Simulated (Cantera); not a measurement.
Thermodynamics of iron carbonyl, mercury and lead vapours, feed HgO + N₂ + H₂

A closed system holds: 1 mol HgO, 1.7 mol N₂, 0.093 mol H₂, at 2.60 bar.

Method: chemical equilibrium by Gibbs-energy minimisation in Cantera with the NASA 1993 tables (ideal gas, pure condensed phases). Candidate condensed phases: H₂O, Hg, HgO; 25 gas species. Rates play no part.

```
T (°C)  log p N₂  log p Hg  log p O₂  log p H₂O  log p NO  log p OH  n Hg(l)  n HgO(s)
------  --------  --------  --------  ---------  --------  --------  -------  --------
250         0.38     -1.01     -6.88      -0.89      <-11      <-11   0.0228     0.907
350         0.37     -0.87     -2.40      -0.89     -8.02      <-11        0     0.901
450         0.16     -0.13     -0.48      -1.10     -6.10    -10.19        0     0.117
550         0.13     -0.10     -0.44      -1.13     -5.29     -8.77        0         0
650         0.13     -0.10     -0.44      -1.13     -4.67     -7.65        0         0
750         0.13     -0.10     -0.44      -1.13     -4.16     -6.75        0         0
850         0.13     -0.10     -0.44      -1.13     -3.74     -6.01        0         0
950         0.13     -0.10     -0.44      -1.13     -3.40     -5.40        0         0
1050        0.13     -0.10     -0.44      -1.13     -3.10     -4.87        0         0
1150        0.13     -0.10     -0.44      -1.13     -2.85     -4.42        0         0
1250        0.13     -0.10     -0.44      -1.13     -2.63     -4.03        0         0
1350        0.13     -0.10     -0.44      -1.13     -2.43     -3.68        0         0
```
log p: log10 of the partial pressure in bar; n: condensed amount in mol.

At 250 °C the condensed part is Hg(l) + HgO(s). From 350 °C to 450 °C the condensed part is HgO(s). From 550 °C to 1350 °C nothing is condensed. The main Hg-bearing gas is Hg throughout.
